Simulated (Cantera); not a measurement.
Feed: 1 mol Si, 3.6 mol SF6, held at 1473.15 K and 1.20 Pa.

Cantera equilibrium calculation (NASA polynomials, part measured and part estimated; ideal gas, pure solids and liquids). Candidate condensed phases: S, Si; 21 gas species. The tables' values for SF3, S2F2 (SSF2) are old estimates; treat these amounts as uncertain. Equilibrium is a limit: real reactors are often held back by kinetics, nucleation or transport.

Base state: F 0.695, SF2 0.229, SiF4 0.0667, SF3 0.00406, SF 0.00346, S2F2 (SSF2) 0.00124, SF4 0.000765, S2 0.000192 (mole fractions); condensed: gas only.

Q: What changes in the equilibrium state with this change: temperature from 1473.15 K to 1623 K?

A: 
```tsv
species	before	after
F	0.695	0.789
SF2	0.229	0.0815
SiF4	0.0667	0.0555
S2	0.000192	0.0420
SF	0.00346	0.0212
SF4	0.000765	3.23e-6
S	0.000118	0.00902
```
The tables' values for S2F2 (SSF2), SF3, FS2F (FSSF) are old estimates; treat these amounts as uncertain.

Q: What changes in the equilibrium state with this change: temperature from 1473.15 K to 800 K?

A: 
```
species    before     after
-------  --------  --------
SF4      0.000765     0.434
SF6       1.49e-9     0.348
SiF4       0.0667     0.217
F           0.695   2.53e-7
SF2         0.229  0.000221
SF        0.00346     <1e-9
S2       0.000192     <1e-9
```
The tables' values for SF3 are old estimates; treat these amounts as uncertain.
